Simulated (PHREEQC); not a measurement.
0.5 mol of Hydroxyapatite (Ca5(PO4)3OH) is brought to equilibrium with 1 kg of water, with rising amounts of K2HPO4, at 25 °C. Oxygen is held at 0.21 atm. CO2 from the air is kept out. Solids allowed: Hydroxyapatite, Portlandite. Others were left out.

All values are PHREEQC results (ion-association model, wateq4f.dat), not measurements.

| K2HPO4 added (mol) | pH | dissolved Ca (mol/kgw) | Ca+2 (mol/kgw) |
|---|---|---|---|
| 0 | 9.05 | 1.43e-5 | 1.41e-5 |
| 0.00208 | 9.17 | 2.51e-6 | 6.63e-7 |
| 0.00417 | 9.26 | 2.83e-6 | 4.43e-7 |
| 0.00625 | 9.30 | 3.14e-6 | 3.67e-7 |
| 0.00833 | 9.32 | 3.40e-6 | 3.29e-7 |
| 0.0104 | 9.33 | 3.63e-6 | 3.08e-7 |
| 0.0125 | 9.33 | 3.84e-6 | 2.94e-7 |
| 0.0146 | 9.34 | 4.02e-6 | 2.85e-7 |
| 0.0167 | 9.33 | 4.19e-6 | 2.79e-7 |
| 0.0187 | 9.33 | 4.33e-6 | 2.75e-7 |
| 0.0208 | 9.33 | 4.48e-6 | 2.73e-7 |
| 0.0229 | 9.33 | 4.61e-6 | 2.71e-7 |
| 0.025 | 9.32 | 4.73e-6 | 2.70e-7 |

H3PO4, which wateq4f.dat lacks, is added to it with the constant of phreeqc.dat.
